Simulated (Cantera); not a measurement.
An isothermal plug-flow reactor at 1150 K and 2.66 atm (inlet), inlet velocity 5.3 m/s, active area per volume 1200 1/m; feed CH4 : O2 : N2 = 0.0038 : 0.1 : 0.79 (molar parts).

Model: Deutschmann's 1995 Pt surface mechanism with GRI-Mech 3.0 gas chemistry, integrated in Cantera. Catalytic surfaces can have several steady states; this one follows from the mechanism file's or the stated starting coverage. Mass transfer to the wall is taken as infinitely fast.

x: gas mole fraction; θ: surface coverage.

```
z (m)      x CH4   x O2     x H2O     x CO2     x CO  θ free Pt   θ O*     θ OH*
-------  -------  -----  --------  --------  -------  ---------  -----  --------
0.00014  0.00423  0.112   4.94e-5   2.24e-5  2.27e-6      0.293  0.707  0.000240
0.0003   0.00420  0.112       ___       ___      ___      0.293  0.707       ___
0.00064  0.00414  0.112       ___       ___  3.62e-6      0.293  0.707       ___
0.0014   0.00401  0.111  0.000482  0.000237  3.56e-6      0.293  0.707  0.000501
0.003    0.00375  0.111   0.00100  0.000495  3.33e-6      0.293  0.706  0.000695
0.0064   0.00324  0.110   0.00200  0.000991  2.90e-6      0.293  0.706  0.000963
0.014    0.00234  0.108   0.00378   0.00187  2.13e-6      0.294  0.705   0.00131
```

**Question.** Fill in the missing entries.

**Answer.** 
- 0.0003, x H2O: 0.000106
- 0.0003, x CO2: 4.95e-5
- 0.0003, x CO: 3.22e-6
- 0.0003, θ OH*: 0.000288
- 0.00064, x H2O: 0.000224
- 0.00064, x CO2: 0.000108
- 0.00064, θ OH*: 0.000368
